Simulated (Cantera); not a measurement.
Input (Python, Cantera):

```python
import numpy as np
import cantera as ct

gas = ct.Solution("gri30.yaml")
gas.TPX = 1198, 1000000, {'CH4': 1, 'C2H6': 0.03, 'C3H8': 0.5, 'O2': 4.61, 'N2': 17.3, 'CO2': 1.3}
reactor = ct.IdealGasReactor(gas, energy="on", clone=False)
net = ct.ReactorNet([reactor])
net.rtol, net.atol = 1e-08, 1e-16
show = ['CH4', 'C2H6', 'C3H8', 'HCN', 'H2O2', 'H', 'NO']
times = np.geomspace(2e-06, 0.3, 14)

steps = ct.SolutionArray(gas, extra=["t"])
rows = []
print(f"{'t/s':>10s}{'T/K':>9s}{'P/Pa':>11s}" + "".join(f"{s:>11s}" for s in show))
for t in times:
    while net.time < t:
        t_next = net.step()
        steps.append(gas.state, t=t_next)
    rows.append([np.interp(t, steps.t, y) for y in (steps.T, steps.P, *steps(*show).X.T)])
    print(f"{t:10.3e}{rows[-1][0]:9.1f}{rows[-1][1]:11.4g}" + "".join(f"{x:11.3e}" for x in rows[-1][2:]))
rate = np.gradient(steps.T, steps.t)
print("integrator steps:", len(steps.t))
if steps.T.max() > steps.T[0] + 200:
    print(f"time of steepest temperature rise: {steps.t[rate.argmax()]:.4e} s")
gas.TPX = 1198, 1000000, {'CH4': 1, 'C2H6': 0.03, 'C3H8': 0.5, 'O2': 4.61, 'N2': 17.3, 'CO2': 1.3}
gas.equilibrate("UV")
print(f"equilibrium (UV): T = {gas.T:.1f} K  " + "  ".join(f"{s} {gas[s].X[0]:.3e}" for s in show))
```

Result:

```
       t/s      T/K       P/Pa        CH4       C2H6       C3H8        HCN       H2O2          H         NO
 2.000e-06   1198.0      1e+06  4.042e-02  1.213e-03  2.021e-02  2.339e-23  2.419e-09  4.690e-10  4.025e-20
 5.003e-06   1198.0      1e+06  4.042e-02  1.213e-03  2.021e-02  1.577e-22  1.720e-08  5.543e-10  1.569e-19
 1.251e-05   1198.0      1e+06  4.042e-02  1.213e-03  2.021e-02  1.168e-21  1.055e-07  9.516e-10  7.466e-19
 3.130e-05   1198.0      1e+06  4.042e-02  1.213e-03  2.020e-02  1.360e-20  5.352e-07  3.006e-09  6.038e-18
 7.828e-05   1198.0      1e+06  4.042e-02  1.215e-03  2.017e-02  3.712e-19  1.648e-06  9.075e-09  8.567e-17
 1.958e-04   1198.3      1e+06  4.041e-02  1.235e-03  2.005e-02  3.478e-18  2.303e-06  1.205e-08  5.649e-16
 4.898e-04   1199.5  1.002e+06  4.039e-02  1.296e-03  1.968e-02  1.771e-17  3.350e-06  1.788e-08  2.370e-15
 1.225e-03   1207.1   1.01e+06  4.016e-02  1.531e-03  1.807e-02  2.564e-16  1.032e-05  6.426e-08  2.067e-14
 3.064e-03   2903.3  2.548e+06  5.194e-14  2.011e-26  1.963e-38  7.611e-09  1.329e-06  1.992e-03  1.047e-02
 7.664e-03   2903.3  2.548e+06  5.194e-14  2.011e-26  1.963e-38  7.611e-09  1.329e-06  1.992e-03  1.047e-02
 1.917e-02   2903.3  2.548e+06  5.194e-14  2.011e-26  1.963e-38  7.611e-09  1.329e-06  1.992e-03  1.047e-02
 4.795e-02   2903.3  2.548e+06  5.194e-14  2.011e-26  1.963e-38  7.611e-09  1.329e-06  1.992e-03  1.047e-02
 1.199e-01   2903.3  2.548e+06  5.194e-14  2.011e-26  1.963e-38  7.611e-09  1.329e-06  1.992e-03  1.047e-02
 3.000e-01   2903.3  2.548e+06  5.194e-14  2.011e-26  1.963e-38  7.611e-09  1.329e-06  1.992e-03  1.047e-02
integrator steps: 2365
time of steepest temperature rise: 1.8432e-03 s
equilibrium (UV): T = 2903.3 K  CH4 6.514e-14  C2H6 2.907e-26  C3H8 2.932e-38  HCN 7.611e-09  H2O2 1.329e-06  H 1.992e-03  NO 1.047e-02
```

Model: GRI-Mech 3.0 (53 species, 325 reactions), integrated in Cantera. GRI-Mech 3.0 was tuned for natural gas; its chemistry of propane as a main component is partial and can be far from experiment.
